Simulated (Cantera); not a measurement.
Stirred combustor or abatement burner

A perfectly stirred reactor is fed with 13.2 % CO, 1.19 % H2, 16.7 % O2, 62.8 % N2, 6.06 % H2O, at 1300000 Pa; it is adiabatic with a 375 K inlet, and is followed from long to short residence time, starting on the burning branch (τ in s: 0.19, 0.072, 0.027, 0.01, 0.0038, 0.0014, 0.00053, 0.0002, 7.4e-05, 2.8e-05, 1e-05).

Cantera simulation using GRI-Mech 3.0 (53 species, 325 reactions); the numbers are that mechanism's predictions, not measurements. The hydrogen kinetics of GRI-Mech 3.0 are dated; newer H2 mechanisms differ, most at raised pressure. The pressure lies above the range GRI-Mech 3.0 was tuned for (to about 10 atm).

```
τ (s)    T (K)      x CO     x H2   x O2   x H2O2   x CO2   x H2O      x H
-------  -----  --------  -------  -----  -------  ------  ------  -------
0.19      1574  0.000211  3.97e-6  0.103  7.87e-8   0.142  0.0780  8.69e-8
0.072     1572  0.000443  7.89e-6  0.103  1.22e-7   0.141  0.0780  2.08e-7
0.027     1569  0.000937  1.60e-5  0.103  1.96e-7   0.141  0.0779  5.17e-7
0.010     1560   0.00205  3.37e-5  0.104  3.25e-7   0.140  0.0779  1.30e-6
0.0038    1540   0.00481  7.52e-5  0.105  5.81e-7   0.137  0.0777  3.10e-6
0.0014     375     0.132   0.0119  0.167   <1e-12  <1e-12  0.0606   <1e-12
0.00053    375     0.132   0.0119  0.167   <1e-12  <1e-12  0.0606   <1e-12
0.00020    375     0.132   0.0119  0.167   <1e-12  <1e-12  0.0606   <1e-12
7.4e-5     375     0.132   0.0119  0.167   <1e-12  <1e-12  0.0606   <1e-12
2.8e-5     375     0.132   0.0119  0.167   <1e-12  <1e-12  0.0606   <1e-12
1.0e-5     375     0.132   0.0119  0.167   <1e-12  <1e-12  0.0606   <1e-12
```
x: mole fraction; the columns are a selection and need not sum to one.
